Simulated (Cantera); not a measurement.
A perfectly stirred reactor is fed with C3H8 : O2 : N2 = 1 : 3.85 : 14.5 (molar parts), equivalence ratio 1.3, at 10.0 bar; it is adiabatic with a 798 K inlet, and is followed from long to short residence time, starting on the burning branch (τ in s: 0.081, 0.033, 0.013, 0.0053, 0.0021, 0.00085, 0.00034, 0.00014, 5.5e-05, 2.2e-05, 8.9e-06).

Computed with Cantera and GRI-Mech 3.0 (53 species, 325 reactions). GRI-Mech 3.0 was tuned for natural gas; its chemistry of propane as a main component is partial and can be far from experiment.

One state of this run: T (K) = 2211; x C3H8 = 0.000172; x O2 = 0.0198; x H2 = 0.0324; x CH3 = 0.00134; x CH4 = 0.00102. x: mole fraction; the columns are a selection and need not sum to one.

Which value of τ (s) does it belong to?
(A) 8.9e-6
(B) 0.033
(C) 0.081
(D) 0.013

A, 8.9e-6
